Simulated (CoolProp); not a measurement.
The fluid at 293.15 K and 12.3 MPa flows at 2.2 m/s in a round tube of 25 mm bore and 0.25 µm roughness, fully developed (64/Re and Nu = 3.66 if laminar; Colebrook and Gnielinski if turbulent). The same conditions are run with several fluids, on thermodynamics alone (safety and materials aside).

The numbers come from the reference Helmholtz-energy equation of state of each fluid (n-octane: Beckmüller 2019; CH2F2 (R32): Tillner-Roth 1997; o-xylene: Zhou 2012; R245fa: Akasaka 2015; R236FA: Pan 2012) in CoolProp.

Rank n-octane, CH2F2 (R32), o-xylene, R245fa, R236FA by Reynolds number, highest first.

CH2F2 (R32) (403000), R236FA (211000), R245fa (156000), n-octane (63600), o-xylene (54200)

```tsv
fluid	Darcy friction factor	pressure drop (Pa/m)	heat-transfer coefficient (W/(m² K))	mass flow (kg/h)
n-octane	0.0199	1370	2500	2770
CH2F2 (R32)	0.0138	1380	5560	4010
o-xylene	0.0206	1770	2350	3450
R245fa	0.0165	2210	3320	5380
R236FA	0.0156	2150	3300	5540
```

Transport values come from each fluid's own correlations; those of CH2F2 (R32), R245fa, R236FA are estimates that may be off by 10 % or more.
